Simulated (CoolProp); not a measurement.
The fluid at 293.15 K and 1.04 MPa is throttled through a valve to 0.63 MPa with no heat exchange. The same conditions are run with several fluids, on thermodynamics alone (safety and materials aside).

The numbers come from the reference Helmholtz-energy equation of state of each fluid (CH2F2 (R32): Tillner-Roth 1997; hydrogen sulfide: Lemmon 2006; carbon dioxide: Span 1996; C2F6 (R116): Lemmon 2006; nitrous oxide: Lemmon 2006) in CoolProp.

| fluid | temperature change (K) | final density (kg/m³) |
|---|---|---|
| CH2F2 (R32) | -11.3 | [?] |
| hydrogen sulfide | -7.7 | [?] |
| carbon dioxide | -4.8 | 12.0 |
| C2F6 (R116) | [?] | [?] |
| nitrous oxide | -4.8 | 12.0 |

Task: Fill in the missing entries.

Result: 
- CH2F2 (R32), final density (kg/m³): 15.6
- hydrogen sulfide, final density (kg/m³): 9.60
- C2F6 (R116), temperature change (K): -4.1
- C2F6 (R116), final density (kg/m³): 39.2
